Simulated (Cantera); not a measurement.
# Equilibrium for carbothermic reduction: MgO + CH4 + H2

Feed: 1 mol MgO, 0.85 mol CH4, 14 mol H2, held at 0.830 bar.

Method: chemical equilibrium by Gibbs-energy minimisation in Cantera with the NASA 1993 tables (ideal gas, pure condensed phases). Candidate condensed phases: C, C6H6, C7H8, C8H18, H2O, Mg, MgCO3, MgO, Mg(OH)2; 116 gas species. The tables' values for MgH are old estimates; treat these amounts as uncertain. Equilibrium is a limit: real reactors are often held back by kinetics, nucleation or transport.

```tsv
T (K)	x H2	x CO	x Mg	x H	x CH4	x MgH	n C(graphite)	n MgO(s)
1725	0.952	0.0233	0.0231	0.000199	0.000752	0.000262	0.451	0.616
1750	0.936	0.0316	0.0313	0.000247	0.000664	0.000360	0.305	0.470
1775	0.914	0.0426	0.0421	0.000304	0.000580	0.000488	0.105	0.270
1800	0.902	0.0484	0.0478	0.000373	0.000377	0.000561	0	0.159
1825	0.902	0.0486	0.0481	0.000459	0.000200	0.000574	0	0.154
1850	0.902	0.0487	0.0482	0.000562	0.000108	0.000586	0	0.152
1875	0.902	0.0488	0.0482	0.000683	5.88e-5	0.000597	0	0.150
1900	0.901	0.0488	0.0483	0.000827	3.26e-5	0.000608	0	0.149
1925	0.901	0.0488	0.0483	0.000996	1.84e-5	0.000619	0	0.148
1950	0.901	0.0488	0.0484	0.00119	1.05e-5	0.000629	0	0.147
```
x: gas mole fraction; n: condensed amount in mol.

From 1725 K to 1775 K the condensed part is C(graphite) + MgO(s). From 1800 K to 1950 K the condensed part is MgO(s). The main Mg-bearing gas is Mg throughout. The share of Mg in condensed phases is highest at 1725 K (61.6 %) and lowest at 1950 K (14.7 %).
